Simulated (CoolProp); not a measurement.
Octamethylcyclotetrasiloxane (D4) along the isobar 0.533 MPa: density (kg/m³) from the reference equation and from simpler models built on Tc = 586.5 K, pc = 1.347 MPa, ω = 0.598; each cubic takes its own stable root.

The numbers come from the reference Helmholtz-energy equation of state, Thol 2015 in CoolProp.

```json
[
 {"T (K)": "302.2", "phase": "liquid", "reference": "946.9", "van der Waals": "535.7", "Redlich-Kwong": "792.3", "Soave-Redlich-Kwong": "836.8", "Peng-Robinson": "[?]"},
 {"T (K)": "327.4", "phase": "liquid", "reference": "918.1", "van der Waals": "522.6", "Redlich-Kwong": "770.2", "Soave-Redlich-Kwong": "819.3", "Peng-Robinson": "920.7"},
 {"T (K)": "352.5", "phase": "liquid", "reference": "888.9", "van der Waals": "508.7", "Redlich-Kwong": "746.4", "Soave-Redlich-Kwong": "799.8", "Peng-Robinson": "899.9"},
 {"T (K)": "377.7", "phase": "liquid", "reference": "859.0", "van der Waals": "493.6", "Redlich-Kwong": "720.5", "Soave-Redlich-Kwong": "777.7", "Peng-Robinson": "876.3"},
 {"T (K)": "402.8", "phase": "liquid", "reference": "828.2", "van der Waals": "[?]", "Redlich-Kwong": "692.4", "Soave-Redlich-Kwong": "752.8", "Peng-Robinson": "849.4"},
 {"T (K)": "428", "phase": "liquid", "reference": "795.9", "van der Waals": "459.0", "Redlich-Kwong": "661.3", "Soave-Redlich-Kwong": "724.3", "Peng-Robinson": "818.4"},
 {"T (K)": "453.1", "phase": "liquid", "reference": "761.8", "van der Waals": "438.2", "Redlich-Kwong": "626.5", "Soave-Redlich-Kwong": "691.4", "Peng-Robinson": "782.3"},
 {"T (K)": "478.3", "phase": "liquid", "reference": "724.6", "van der Waals": "52.66", "Redlich-Kwong": "586.5", "Soave-Redlich-Kwong": "652.5", "Peng-Robinson": "739.0"},
 {"T (K)": "503.4", "phase": "liquid", "reference": "682.7", "van der Waals": "47.66", "Redlich-Kwong": "51.11", "Soave-Redlich-Kwong": "605.1", "Peng-Robinson": "685.8"},
 {"T (K)": "553.7", "phase": "gas", "reference": "43.22", "van der Waals": "[?]", "Redlich-Kwong": "41.99", "Soave-Redlich-Kwong": "42.73", "Peng-Robinson": "43.55"}
]
```

**Question.** Fill in the missing entries.

**Answer.** 
- 302.2, Peng-Robinson: 939.2
- 402.8, van der Waals: 477.3
- 553.7, van der Waals: 40.67

At some of these states van der Waals, Redlich-Kwong gives the other phase, because its saturation line lies elsewhere.
